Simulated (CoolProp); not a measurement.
Values from CoolProp's reference Helmholtz-energy equation of state, Lemmon 2009.

For propane, give the phase and the speed of sound (m/s), viscosity (µPa s), conductivity (mW/(m K)) at 424.9 K and 98.7 kPa; 424.9 K and 312 kPa; 424.9 K and 21300 kPa.


- 424.9 K and 98.7 kPa: gas; speed of sound 295, viscosity 11.4, conductivity 34.5
- 424.9 K and 312 kPa: gas; speed of sound 292, viscosity 11.5, conductivity 34.8
- 424.9 K and 21300 kPa: supercritical; speed of sound 524, viscosity 54.0, conductivity 78.9

Viscosity comes from a separate model (Vogel 1998). Thermal conductivity comes from a separate model (Marsh 2002).
